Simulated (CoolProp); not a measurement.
Vapour-liquid equilibrium of carbon dioxide (1) + ethane (2) at -8.65 °C; x and y are mole fractions of (1).

Computed with CoolProp (multi-fluid Helmholtz-energy mixture model, Span 1996 and Bücker 2006; pair parameters Kunz 2012).

Problem. Give the bubble pressure and the first vapour's composition at x = 0.15, 0.25, 0.45. Is there an azeotrope?

Solution. x = 0.15: 2417 kPa, y = 0.259; x = 0.25: 2671 kPa, y = 0.373; x = 0.45: 3012 kPa, y = 0.536. y crosses x between x = 0.65 and 0.75: the model has an azeotrope there.

The pair parameters rest on a limited set of measurements; away from them the model extrapolates.
